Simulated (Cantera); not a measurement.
A Cantera script and its output.

```python
import numpy as np
import cantera as ct

surf = ct.Interface("ptcombust.yaml", "Pt_surf")
gas = surf.adjacent["gas"]
gas.TPX = 600, 350000, {'H2': 0.0031, 'O2': 0.092, 'N2': 0.79}
surf.TP = 600, 350000
reactor = ct.FlowReactor(gas, clone=False)
reactor.area = 0.0001  # m2
reactor.surface_area_to_volume_ratio = 610  # 1/m
reactor.mass_flow_rate = 0.17 * reactor.area * gas.density  # inlet velocity 0.17 m/s
reactor.energy_enabled = False
wall = ct.ReactorSurface(surf, reactor, clone=False)
net = ct.ReactorNet([reactor])
net.rtol, net.atol = 1e-8, 1e-16
show, cover = ['H2', 'O2', 'H2O'], ['PT(S)', 'H(S)', 'O(S)', 'OH(S)', 'CO(S)', 'C(S)']

rows = []
print(f"{'z/m':>9s}{'u/(m/s)':>9s}" + "".join(f"{s:>13s}" for s in show + cover))
for z in [0.00077, 0.0013, 0.0021, 0.0036, 0.0059, 0.0099, 0.017, 0.028, 0.046, 0.077]:
    net.advance(z)
    rows.append([reactor.speed, *gas[show].X, *surf[cover].coverages])
    print(f"{z:9.4g}{rows[-1][0]:9.3g}" + "".join(f"{x:13.4e}" for x in rows[-1][1:]))
```

Output:

```
      z/m  u/(m/s)           H2           O2          H2O        PT(S)         H(S)         O(S)        OH(S)        CO(S)         C(S)
  0.00077     0.17   6.2971e-04   1.0265e-01   2.8778e-03   1.0081e-02   1.0993e-09   9.8543e-01   4.4841e-03  -3.8989e-26  -8.3493e-30
   0.0013     0.17   4.0154e-04   1.0255e-01   3.1063e-03   6.4506e-03   4.5969e-10   9.8987e-01   3.6765e-03  -9.7856e-24   3.7019e-28
   0.0021     0.17   2.5911e-04   1.0249e-01   3.2490e-03   4.1899e-03   1.9871e-10   9.9280e-01   3.0078e-03   4.7674e-26   6.3516e-30
   0.0036     0.17   1.5486e-04   1.0244e-01   3.3534e-03   2.5509e-03   7.5759e-11   9.9508e-01   2.3725e-03   9.6761e-24   8.9977e-28
   0.0059     0.17   9.4651e-05   1.0241e-01   3.4138e-03   1.6291e-03   3.1367e-11   9.9646e-01   1.9077e-03  -7.5328e-25   4.9117e-29
   0.0099     0.17   5.4710e-05   1.0240e-01   3.4538e-03   1.0532e-03   1.2844e-11   9.9741e-01   1.5403e-03  -2.9185e-28  -1.8095e-32
    0.017     0.17   2.8719e-05   1.0238e-01   3.4798e-03   7.2049e-04   5.4387e-12   9.9800e-01   1.2773e-03   1.7720e-26   1.2698e-30
    0.028     0.17   1.3845e-05   1.0238e-01   3.4947e-03   5.5888e-04   2.7339e-12   9.9831e-01   1.1267e-03  -3.2516e-28  -2.3539e-32
    0.046     0.17   5.2189e-06   1.0237e-01   3.5033e-03   4.7831e-04   1.6077e-12   9.9848e-01   1.0432e-03  -3.3254e-27   4.9451e-31
    0.077     0.17   1.1600e-06   1.0237e-01   3.5074e-03   4.4410e-04   1.1747e-12   9.9855e-01   1.0056e-03   3.8639e-31   5.6507e-35
```

Model: Deutschmann's 1995 Pt surface mechanism with GRI-Mech 3.0 gas chemistry, integrated in Cantera. Catalytic surfaces can have several steady states; this one follows from the mechanism file's or the stated starting coverage. Mass transfer to the wall is taken as infinitely fast.
